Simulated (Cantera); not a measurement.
Feed: 1 mol Al(CH3)3, 6.3 mol O2, 28 mol N2, equilibrated at 0.490 bar.

Cantera equilibrium calculation (NASA polynomials, part measured and part estimated; ideal gas, pure solids and liquids). Candidate condensed phases: Al, AlN, Al2O3, C, C6H6, C7H8, C8H18, H2O; 148 gas species. The feed counts by its element totals alone. Gases not in the tables: Al(OH)3. Rates play no part. All values below are at 1823 K.

Base state: N2 0.781, H2O 0.125, CO2 0.0834, O2 0.00805, NO 0.000875, OH 0.000468, CO 0.000346, H2 0.000133 (mole fractions); condensed: Al2O3(s).

### Question
What changes in the equilibrium state with this change: Al(CH3)3 replaced by AlCl3?

### Answer
| species | before | after |
|---|---|---|
| N2 | 0.781 | 0.774 |
| O2 | 0.00805 | 0.152 |
| Cl | 0 | 0.0569 |
| H2O | 0.125 | 0 |
| CO2 | 0.0834 | 0 |
| Cl2 | 0 | 0.0128 |
| AlCl3 | 0 | 8.95e-5 |
| OH | 0.000468 | 0 |
| CO | 0.000346 | 0 |
| ClO | 0 | 0.000271 |
| H2 | 0.000133 | 0 |
| Al2O3(s), mol | 0.500 | 0.498 |
Further candidate phases: AlCl3.
